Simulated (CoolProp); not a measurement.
Carbon monoxide at several states: density (kg/m³) from the reference equation and from simpler models built on Tc = -140.3 °C, pc = 3498 kPa, ω = 0.050; each cubic takes its own stable root.

The numbers come from the reference Helmholtz-energy equation of state, Lemmon 2006 in CoolProp. It is a short technical equation, of lower accuracy than the large ones.

```tsv
T (°C)	p (kPa)	phase	reference	van der Waals	Redlich-Kwong	Soave-Redlich-Kwong	Peng-Robinson
-148.85	1360	gas	45.10	43.70	45.19	45.23	?
-175.85	1610	liquid	724.4	497.2	715.0	714.6	808.6
-115.05	2310	gas	?	57.32	?	?	?
-129.85	9080	supercritical	?	401.3	466.2	?	?
45.45	150	gas	1.586	1.588	1.587	1.586	1.587
```

Question: Complete the blanks.

Answer: 
- -148.85, Peng-Robinson: 46.08
- -115.05, reference: 57.15
- -115.05, Redlich-Kwong: 57.39
- -115.05, Soave-Redlich-Kwong: 57.13
- -115.05, Peng-Robinson: 58.44
- -129.85, reference: 493.5
- -129.85, Soave-Redlich-Kwong: 462.7
- -129.85, Peng-Robinson: 508.9
